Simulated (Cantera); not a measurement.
An isothermal, constant-pressure homogeneous reactor starts with CH₄ : H₂ = 1 : 6 (molar parts), at 1650 K and 0.0128 atm. Integrator tolerance rtol = 1e-08.

Detailed kinetics in Cantera: GRI-Mech 3.0 (53 species, 325 reactions). GRI-Mech 3.0 stops at C3 and has no aromatics, soot or wall deposition, so with more carbon than oxygen in the feed, carbon stays in small species such as C2H2 where larger ones or solid carbon would form. Radical loss at walls, strong at low pressure, is not modelled.

What does this change do: CH4 1 to 0.4 parts?


| quantity | before | after |
|---|---|---|
| x(CH₄) at 200 s | 0.000577 (gas-phase equilibrium 0.000573) | 0.000429 (gas-phase equilibrium 0.000414) |
| x(H₂) at 200 s | 0.936 (gas-phase equilibrium 0.936) | 0.970 (gas-phase equilibrium 0.970) |
| x(C₂H₆) at 200 s | 2.05e-9 (gas-phase equilibrium 2.03e-9) | 1.07e-9 (gas-phase equilibrium 1.02e-9) |
| x(H) at 200 s | 0.000776 (gas-phase equilibrium 0.000776) | 0.000790 (gas-phase equilibrium 0.000790) |
| x(C₂H₂) at 200 s | 0.0622 (gas-phase equilibrium 0.0622) | 0.0292 (gas-phase equilibrium 0.0292) |
